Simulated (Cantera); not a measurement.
Cantera run:

```python
import numpy as np
import cantera as ct

gas_names = """
    H HNO HNO2 HNO3 HO2 H2 H2O H2O2 N NH NH2 NH3 NH2OH NO NO2 NO3 N2 N2H2 N2H4 N2O O OH O2 O3 Si SiH
    SiH2 SiH3 SiH4 SiN SiO SiO2 Si2 Si2N Si3
""".split()
cond_names = """
    H2O(s) H2O(L) Si(cr) Si(L) SiO2(Lqz) SiO2(hqz) SiO2(L) Si2N2O(s) Si3N4(a)
""".split()


# ... load() reads the species with a 1 bar reference pressure and builds the phases ...
atoms = {
    'Si3N4': {'Si': 3, 'N': 4},
    'H2O': {'H': 2, 'O': 1},
}
top_T = {'Si2N2O(s)': 2100, 'Si3N4(a)': 2400}  # K; cautious upper limits of use, not melting points


# ... equilibrate(T, P, feed) seeds the gas with the atoms and calls Mixture.equilibrate('TP', solver="vcs", rtol=1e-11, max_steps=5000) ...
results = []
feed = {'Si3N4': 1, 'H2O': 1.7}  # mol
P = 12000  # Pa
for T in [1023, 1173, 1323, 1473, 1623, 1773, 1923]:
    mix = equilibrate(T, P, feed)
    results.append((T, P, feed, dict(zip(mix.species_names, mix.species_moles))))

top = {s: max(r[3][s] / sum(r[3][g] for g in gas_names) for r in results) for s in gas_names}
cols = sorted((s for s in top if top[s] > 1e-06), key=lambda s: -top[s])[:5]
seen = [c for c in cond_names if any(r[3].get(c, 0) > 1e-12 for r in results)]
print("log10 of partial pressures in bar; condensed amounts in mol")
print(f"{'T/K':>10s}" + "".join(f"{s[:9]:>10s}" for s in cols + seen))
for T, P, feed, n in results:
    ng = sum(n[g] for g in gas_names)
    print(f"{T:10.4g}" + "".join(f"{np.log10(max(n[s] / ng * P / 1e5, 1e-99)):10.3f}" for s in cols)
          + "".join(f"{n.get(c, 0):10.4g}" for c in seen))
```

Output:

```
log10 of partial pressures in bar; condensed amounts in mol
       T/K        H2        N2       SiO         H       H2O SiO2(hqz)   SiO2(L) Si2N2O(s)
      1023    -1.046    -1.523   -13.363    -8.906    -5.329    0.1333         0     1.433
      1173    -1.046    -1.523   -10.043    -7.451    -5.059    0.1332         0     1.433
      1323    -1.046    -1.523    -7.489    -6.323    -4.853    0.1332         0     1.433
      1473    -1.046    -1.523    -5.465    -5.421    -4.692    0.1331         0     1.433
      1623    -1.047    -1.523    -3.825    -4.684    -4.563     0.132         0     1.433
      1773    -1.063    -1.523    -2.474    -4.077    -4.481         0    0.1109     1.412
      1923    -1.139    -1.523    -1.766    -3.595    -5.327         0         0       1.3
```

Cantera equilibrium calculation (NASA polynomials, part measured and part estimated; ideal gas, pure solids and liquids). Mutual solubility and eutectic melting of coexisting phases are not modelled. The tables hold silica as quartz up to 1696 K and as liquid above; real silica turns to tridymite and cristobalite and melts near 1996 K.
